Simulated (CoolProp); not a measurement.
Vapour-liquid equilibrium of C3F8 (R218) (1) + c-C4F8 (RC318) (2) at 308.4 K; x and y are mole fractions of (1).

The numbers come from the multi-fluid Helmholtz-energy mixture model, Lemmon 2006 and Platzer 1990; pair parameters Bell 2016 in CoolProp. This equation is an older, rougher fit; its heat capacities, sound speeds and derivatives of the liquid may be far off and weren't checked against measurements.

```csv
x,bubble pressure (bar),y at the bubble point,dew pressure at overall composition x (bar),liquid density (mol/L)
0.05,4.380,0.069,4.351,7.287
0.2,4.861,0.297,4.624,7.298
0.35,5.636,0.513,5.017,7.278
0.5,6.676,0.688,5.578,7.226
0.65,7.920,0.817,6.405,7.134
0.8,9.307,0.911,7.720,6.993
0.95,10.80,0.980,10.09,6.785
```

No azeotrope shows between x = 0.05 and 0.95.

Pair parameters are fitted to limited data, so mixtures are less certain than the pure fluids.
